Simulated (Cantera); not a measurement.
Input: 1 mol CCl₄, 0.23 mol CH₄, 0.25 mol HCl, equilibrated at 2448.15 K and 0.0133 bar.

Equilibrium computed with Cantera from the NASA thermochemical tables; the gas is ideal and each condensed phase is pure. Rates play no part.

| species | before | after |
|---|---|---|
| Cl | 0.728 | 0.762 |
| HCl | 0.261 | 0.229 |
| H | 0.00758 | 0.00636 |
| H₂ | 0.00193 | 0.00136 |
| C₂H₂ (acetylene) | 1.67e-5 | 1.18e-5 |
| C₂HCl | 2.38e-5 | 2.09e-5 |
| Cl₂ | 0.000783 | 0.000858 |
| C₃ | 1.63e-5 | 1.63e-5 |
| C(graphite), mol | 1.23 | 1.23 |
Gas species are given as mole fractions.

Name the change that produced these shifts.
A) temperature from 2448.15 K to 2725 K
B) pressure from 0.0133 bar to 0.00220 bar
C) HCl from 0.25 to 0.054 mol
D) temperature from 2448.15 K to 3075 K

C, HCl from 0.25 to 0.054 mol
